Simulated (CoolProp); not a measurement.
Vapour-liquid equilibrium of CH2F2 (R32) (1) + R227EA (2) at 201.9 K; x and y are mole fractions of (1).

Computed with CoolProp (multi-fluid Helmholtz-energy mixture model, Tillner-Roth 1997 and Lemmon 2016; pair parameters Bell 2016).

| x | bubble pressure (bar) | y at the bubble point | dew pressure at overall composition x (bar) | liquid density (mol/L) |
|---|---|---|---|---|
| 0.05 | 0.06562 | 0.388 | 0.04421 | 10.45 |
| 0.125 | 0.1011 | 0.633 | 0.04766 | 10.98 |
| 0.2 | 0.1349 | 0.746 | 0.05170 | 11.57 |
| 0.275 | 0.1656 | 0.810 | 0.05648 | 12.21 |
| 0.35 | 0.1924 | 0.850 | 0.06224 | 12.91 |
| 0.425 | 0.2152 | 0.877 | 0.06932 | 13.69 |
| 0.5 | 0.2346 | 0.897 | 0.07821 | 14.56 |
| 0.575 | 0.2512 | 0.913 | 0.08971 | 15.53 |
| 0.65 | 0.2659 | 0.926 | 0.1052 | 16.62 |
| 0.725 | 0.2797 | 0.939 | 0.1270 | 17.86 |
| 0.8 | 0.2932 | 0.952 | 0.1599 | 19.29 |
| 0.875 | 0.3073 | 0.967 | 0.2134 | 20.93 |
| 0.95 | 0.3225 | 0.985 | 0.2913 | 22.85 |

No azeotrope shows between x = 0.05 and 0.95.

The pair parameters rest on a limited set of measurements; away from them the model extrapolates.
